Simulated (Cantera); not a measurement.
## Oxide etching and cleaning by halides: B2O3 + Cl2 + H2

Charge: 1 mol B2O3, a varied amount of Cl2, 0.57 mol H2, equilibrated at 875 K and 1.00 Torr.

Equilibrium computed with Cantera from the NASA thermochemical tables; the gas is ideal and each condensed phase is pure. Candidate condensed phases: B, B2O3, B3O3H3, H2O; 33 gas species. Equilibrium is a limit: real reactors are often held back by kinetics, nucleation or transport.

```tsv
n(Cl2) (mol)	x HCl	x Cl2	x H2	x Cl	x H2O	x BCl3	n B2O3(l)
0.52	0.954	2.30e-11	0.0459	6.05e-9	3.60e-5	2.08e-5	1.000
0.61	0.966	0.0338	3.21e-11	0.000232	3.65e-5	2.11e-5	1.000
0.73	0.877	0.123	7.26e-12	0.000442	3.25e-5	1.88e-5	1.000
0.86	0.797	0.202	3.64e-12	0.000568	2.89e-5	1.68e-5	1.000
1	0.726	0.273	2.24e-12	0.000660	2.58e-5	1.51e-5	1.000
1.2	0.644	0.355	1.35e-12	0.000752	2.22e-5	1.32e-5	1.000
1.4	0.578	0.421	<1e-12	0.000818	1.93e-5	1.18e-5	1.000
1.7	0.502	0.497	<1e-12	0.000889	1.60e-5	1.02e-5	1.000
2	0.443	0.556	<1e-12	0.000940	1.34e-5	9.18e-6	1.000
2.4	0.384	0.615	<1e-12	0.000990	1.08e-5	8.25e-6	1.000
2.8	0.338	0.661	<1e-12	0.00103	8.79e-6	7.66e-6	1.000
3.3	0.294	0.705	<1e-12	0.00106	6.94e-6	7.20e-6	1.000
```
x: gas mole fraction; n: condensed amount in mol.

From 0.52 mol Cl2 to 3.3 mol Cl2 the condensed part is B2O3(l). The main B-bearing gas is BCl3 throughout.
